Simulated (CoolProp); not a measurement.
Properties of hydrogen chloride along the isotherm 520 K.

Model: reference Helmholtz-energy equation of state, Thol 2018, in CoolProp.

| p (kPa) | phase | density (kg/m³) | speed of sound (m/s) | expansivity (1/kK) | fugacity coefficient |
|---|---|---|---|---|---|
| 520 | gas | 4.408 | 406.1 | 1.959 | 0.9948 |
| 1040 | gas | 8.861 | 405.5 | 1.995 | 0.9897 |
| 1560 | gas | 13.36 | 405.0 | 2.032 | 0.9847 |
| 2080 | gas | 17.90 | 404.4 | 2.069 | 0.9797 |
| 2600 | gas | 22.49 | 404.0 | 2.106 | 0.9748 |
| 3120 | gas | 27.12 | 403.5 | 2.143 | 0.9699 |
| 3640 | gas | 31.80 | 403.1 | 2.181 | 0.9651 |
| 4160 | gas | 36.52 | 402.8 | 2.218 | 0.9604 |
